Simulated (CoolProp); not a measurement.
Ammonia along the isobar 9.63 bar: fugacity coefficient from the reference equation and from simpler models built on Tc = 132.4 °C, pc = 113.6 bar, ω = 0.256; each cubic takes its own stable root.

Values from CoolProp's reference Helmholtz-energy equation of state, Gao 2020.

```tsv
T (°C)	phase	reference
25.95	gas	0.9018
35.75	gas	0.9138
45.45	gas	0.9237
55.25	gas	0.9321
65.05	gas	0.9393
74.85	gas	0.9454
84.55	gas	0.9507
94.35	gas	0.9554
104.15	gas	0.9595
113.95	gas	0.9631
123.65	gas	0.9662
133.45	gas	0.9691
143.25	gas	0.9716
153.05	gas	0.9739
162.75	gas	0.9760
172.55	gas	0.9778
```

Problem. How far does each simpler model (van der Waals, Soave-Redlich-Kwong) lie from the reference over these 16 states: mean and median of the absolute difference, and the worst?

Solution. 
- van der Waals: mean 1.7 %, median 1.2 %, worst +5.2 % at 25.95 °C and 9.63 bar
- Soave-Redlich-Kwong: mean 0.8 %, median 0.5 %, worst +2.7 % at 25.95 °C and 9.63 bar
